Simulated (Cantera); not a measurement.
Cantera run:

```python
import numpy as np
import cantera as ct

gas_names = [...]  # 113 gases of nasa_gas.yaml made of C, Cu, H, O
cond_names = """
    C(gr) C6H6(L) C7H8(L) C8H18(L),n-octa Cu(cr) Cu(L) CuO(s) CuO2H2(s) Cu2O(s) Cu2O(L) H2O(s) H2O(L)
""".split()


# ... load() reads the species with a 1 bar reference pressure and builds the phases ...
atoms = {
    'CuO': {'Cu': 1, 'O': 1},
    'CH4': {'C': 1, 'H': 4},
    'H2': {'H': 2},
}
top_T = {'C(gr)': 4500, 'CuO(s)': 1390}  # K; cautious upper limits of use, not melting points


# ... equilibrate(T, P, feed) seeds the gas with the atoms and calls Mixture.equilibrate('TP', solver="vcs", rtol=1e-11, max_steps=5000) ...
results = []
feed = {'CuO': 1, 'CH4': 2.6, 'H2': 8.5}  # mol
P = 1000  # Pa
for T in [800, 900, 1000, 1100, 1200, 1300, 1400]:
    mix = equilibrate(T, P, feed)
    results.append((T, P, feed, dict(zip(mix.species_names, mix.species_moles))))
    x = sorted(zip(gas.X, gas.species_names), reverse=True)
    print(f"T = {T:g} K  P = {P:g} Pa  gas = {mix.phase_moles(0):.4g} mol")
    print("   x: " + "  ".join(f"{s} {v:.3e}" for v, s in x if v > 0.001))
    print("   condensed (mol): " + ("  ".join(f"{mix.phase(i).name} {mix.phase_moles(i):.4g}"
          for i in range(1, mix.n_phases) if mix.phase_moles(i) > 1e-12) or "none"))
```

It prints:

```
T = 800 K  P = 1000 Pa  gas = 14.33 mol
   x: H2 9.216e-01  CO 5.285e-02  CH4 1.142e-02  H2O 1.140e-02  CO2 2.758e-03
   condensed (mol): C(gr) 1.639  Cu(cr) 1
T = 900 K  P = 1000 Pa  gas = 14.64 mol
   x: H2 9.292e-01  CO 6.634e-02  CH4 2.695e-03  H2O 1.496e-03
   condensed (mol): C(gr) 1.586  Cu(cr) 1
T = 1000 K  P = 1000 Pa  gas = 14.68 mol
   x: H2 9.311e-01  CO 6.780e-02
   condensed (mol): C(gr) 1.592  Cu(cr) 1
T = 1100 K  P = 1000 Pa  gas = 14.69 mol
   x: H2 9.316e-01  CO 6.799e-02
   condensed (mol): C(gr) 1.596  Cu(cr) 1
T = 1200 K  P = 1000 Pa  gas = 14.7 mol
   x: H2 9.318e-01  CO 6.802e-02
   condensed (mol): C(gr) 1.598  Cu(cr) 1
T = 1300 K  P = 1000 Pa  gas = 14.7 mol
   x: H2 9.319e-01  CO 6.802e-02
   condensed (mol): C(gr) 1.599  Cu(cr) 0.9998
T = 1400 K  P = 1000 Pa  gas = 14.7 mol
   x: H2 9.318e-01  CO 6.802e-02
   condensed (mol): C(gr) 1.599  Cu(L) 0.998
```

Method: chemical equilibrium by Gibbs-energy minimisation in Cantera with the NASA 1993 tables (ideal gas, pure condensed phases).
